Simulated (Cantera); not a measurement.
Feed: 1 mol PbBr2, 0.23 mol N2, equilibrated at 120 Pa.

Method: chemical equilibrium by Gibbs-energy minimisation in Cantera with the NASA 1993 tables (ideal gas, pure condensed phases). Candidate condensed phases: Br2, Pb, PbBr2; 9 gas species. Equilibrium is a limit: real reactors are often held back by kinetics, nucleation or transport.

**Question.** Which condensed phases are stable at each of these points (T (K)): 973, 1123, 1273, 1423, 1573, 1723, 1873, 2023, 2173?

**Answer.** 
| T (K) | condensed phases | Pb condensed (%) |
|---|---|---|
| 973 | Pb(l) | 41.7 |
| 1123 | gas only | 0.0 |
| 1273 | gas only | 0.0 |
| 1423 | gas only | 0.0 |
| 1573 | gas only | 0.0 |
| 1723 | gas only | 0.0 |
| 1873 | gas only | 0.0 |
| 2023 | gas only | 0.0 |
| 2173 | gas only | 0.0 |

At 973 K the condensed part is Pb(l). From 1123 K to 2173 K nothing is condensed.
